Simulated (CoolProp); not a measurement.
A Linde-Hampson liquefier for carbon monoxide: isothermal reversible compression at 230 K from 1 atm to 10 MPa, throttling to 1 atm, return gas leaving the recuperator 5 K below the feed. Each further row changes one setting.

Model: reference Helmholtz-energy equation of state, Lemmon 2006, in CoolProp. It is a short technical equation, of lower accuracy than the large ones.

| case | liquid yield per pass | compression work (kJ/kg of gas) |
|---|---|---|
| as stated | [?] | 305 |
| high pressure 20 MPa | [?] | [?] |
| warm-end temperature 260 K | 0.065 | [?] |
| warm-end gap 10 K | [?] | 305 |

Task: What belongs in the gaps?

Result: 
- as stated, liquid yield per pass: 0.097
- high pressure 20 MPa, liquid yield per pass: 0.168
- high pressure 20 MPa, compression work (kJ/kg of gas): 348
- warm-end temperature 260 K, compression work (kJ/kg of gas): 349
- warm-end gap 10 K, liquid yield per pass: 0.084
